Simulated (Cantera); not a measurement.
An adiabatic, constant-pressure homogeneous reactor starts with 8.73 % CH4, 17.9 % O2, 67.4 % N2, 5.94 % CO2, equivalence ratio 0.97, at 1600 K and 413 Torr.

Model: GRI-Mech 3.0 (53 species, 325 reactions), integrated in Cantera.

**Question.** Predict: time of steepest temperature rise; temperature at 0.500 s; equilibrium temperature; x(O2) at 0.500 s; x(CO2) at 0.500 s; x(N2O) at 0.500 s; x(OH) at 0.500 s.

**Answer.** 
* **time of steepest temperature rise**: 0.828 ms
* **temperature at 0.500 s**: 2633 K
* **equilibrium temperature**: 2633 K
* **x(O2) at 0.500 s**: 0.0266 (gas-phase equilibrium 0.0266)
* **x(CO2) at 0.500 s**: 0.0877 (gas-phase equilibrium 0.0877)
* **x(N2O) at 0.500 s**: 3.44e-7 (gas-phase equilibrium 3.44e-7)
* **x(OH) at 0.500 s**: 0.0177 (gas-phase equilibrium 0.0177)
